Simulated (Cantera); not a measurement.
Charge: 1 mol PbO, 640 mol H2, 0.39 mol N2, held at 1250 °C and 0.000150 bar.

Equilibrium computed with Cantera from the NASA thermochemical tables; the gas is ideal and each condensed phase is pure. Candidate condensed phases: H2O, Pb, PbO, PbO2, Pb3O4; 27 gas species. Rates play no part.

Base state: H2 0.994, H 0.00189, Pb 0.00156, H2O 0.00156, N2 0.000607 (mole fractions); condensed: gas only.

### Question
What changes in the equilibrium state with this change: PbO replaced by CuO?

### Answer
```
species    before     after
-------  --------  --------
H2          0.994     0.994
H         0.00189   0.00189
Cu              0   0.00156
Pb        0.00156         0
H2O       0.00156   0.00156
N2       0.000607  0.000607
```
Further candidate phases: Cu, CuO, Cu(OH)2, Cu2O.
